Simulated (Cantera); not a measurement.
An isothermal, constant-pressure homogeneous reactor starts with 6.19 % H2, 93.8 % O2, equivalence ratio 0.033, at 1200 K and 20.0 Torr.

Computed with Cantera and the H2/O2 subset of GRI-Mech 3.0, which has no nitrogen chemistry. Radical loss at walls, strong at low pressure, is not modelled. The temperature is held fixed by assumption; the heat of reaction is taken as removed at once.

One state of this run: x H2 = 0.000560; x O2 = 0.919; x O = 0.0153; x H2O2 = 2.17e-7; x HO2 = 6.73e-6; x OH = 0.00271. x: mole fraction; the columns are a selection and need not sum to one.

Problem. Which value of t (s) does it belong to?
A) 1.74
B) 5.00e-5
C) 0.00328
D) 0.00932

Solution. D, 0.00932
